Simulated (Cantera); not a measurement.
# Thermodynamics of tantalum, niobium, vanadium and zirconium in process gases, feed Zr + H₂O + N₂

Feed: 1 mol Zr, 0.46 mol H₂O, 0.99 mol N₂, equilibrated at 0.00548 Torr.

These are equilibrium values from Cantera (NASA tables, ideal gas, pure condensed phases), not measurements of a reactor. Candidate condensed phases: H₂O, Zr, ZrN, ZrO₂; 28 gas species. Mutual solubility and eutectic melting of coexisting phases are not modelled. ZrN: taken at fixed stoichiometry. Condensed phases not in the tables: solid solutions among these carbides, nitrides and lower oxides. Kinetics and transport are ignored.

```
T (K)  log p H  log p N₂  log p ZrO  log p Zr  log p H₂  log p ZrO₂  log p N  n ZrN(s)  n ZrO₂(tetragonal)
-----  -------  --------  ---------  --------  --------  ----------  -------  --------  ------------------
2073     -5.55     -5.48      -7.57     -9.75     -5.95       -9.77   -11.34     0.768               0.228
2148     -5.47     -5.51      -6.86     -8.89     -6.18       -9.09   -10.93     0.756               0.216
2223     -5.45     -5.54      -6.21     -8.08     -6.52       -8.45   -10.56     0.699               0.160
2298     -5.52     -5.60      -5.80     -7.33     -7.00       -8.27   -10.22     0.528                   0
2373     -5.53     -5.60      -5.81     -6.64     -7.34       -8.89    -9.87     0.472                   0
2448     -5.60     -5.60      -5.90     -5.99     -7.80       -9.59    -9.55     0.173                   0
2523     -5.64     -5.60      -5.94     -5.87     -8.17       -9.70    -9.24         0                   0
2598     -5.64     -5.60      -5.94     -5.87     -8.44       -9.61    -8.96         0                   0
2673     -5.64     -5.61      -5.94     -5.87     -8.69       -9.53    -8.69         0                   0
```
log p: log10 of the partial pressure in bar; n: condensed amount in mol.

From 2073 K to 2223 K the condensed part is ZrN(s) + ZrO₂(tetragonal). From 2298 K to 2448 K the condensed part is ZrN(s). From 2523 K to 2673 K nothing is condensed. The main Zr-bearing gas is ZrO at 2073 K and Zr at 2673 K.
